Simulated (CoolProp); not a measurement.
Model: reference Helmholtz-energy equation of state, Gao 2020, in CoolProp.

Question: For ammonia, give the phase and the Joule-Thomson coefficient (K/MPa), viscosity (µPa s) at 226.3 K and 13100 kPa; 226.3 K and 14400 kPa.

Answer: 
- 226.3 K and 13100 kPa: liquid; Joule-Thomson coefficient -0.205, viscosity 330
- 226.3 K and 14400 kPa: liquid; Joule-Thomson coefficient -0.205, viscosity 332

Viscosity comes from a separate model (Fenghour 1995).
